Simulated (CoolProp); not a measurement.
Nitrogen along the isobar 3090 kPa: Z from the reference equation and from simpler models built on Tc = 126.2 K, pc = 3396 kPa, ω = 0.037; each cubic takes its own stable root.

Computed with CoolProp (reference Helmholtz-energy equation of state, Span 2000).

```json
[
 {"T (K)": "74.8", "phase": "liquid", "reference": "0.1688"},
 {"T (K)": "96", "phase": "liquid", "reference": "0.1496"},
 {"T (K)": "117.1", "phase": "liquid", "reference": "0.1538"},
 {"T (K)": "138.3", "phase": "gas", "reference": "0.7253"},
 {"T (K)": "159.4", "phase": "gas", "reference": "0.8456"},
 {"T (K)": "180.6", "phase": "gas", "reference": "0.9045"},
 {"T (K)": "201.7", "phase": "gas", "reference": "0.9388"},
 {"T (K)": "222.9", "phase": "gas", "reference": "0.9607"},
 {"T (K)": "244", "phase": "gas", "reference": "0.9754"},
 {"T (K)": "265.1", "phase": "gas", "reference": "0.9856"}
]
```

### Question
How far does each simpler model (van der Waals, Redlich-Kwong, Soave-Redlich-Kwong, Peng-Robinson) lie from the reference over these 10 states: mean and median of the absolute difference, and the worst?

### Answer
- van der Waals: mean 14.3 %, median 1.9 %, worst +44.7 % at 117.1 K and 3090 kPa
- Redlich-Kwong: mean 1.6 %, median 0.6 %, worst +9.4 % at 117.1 K and 3090 kPa
- Soave-Redlich-Kwong: mean 1.3 %, median 0.4 %, worst +9.0 % at 117.1 K and 3090 kPa
- Peng-Robinson: mean 3.9 %, median 2.4 %, worst -11.8 % at 74.8 K and 3090 kPa
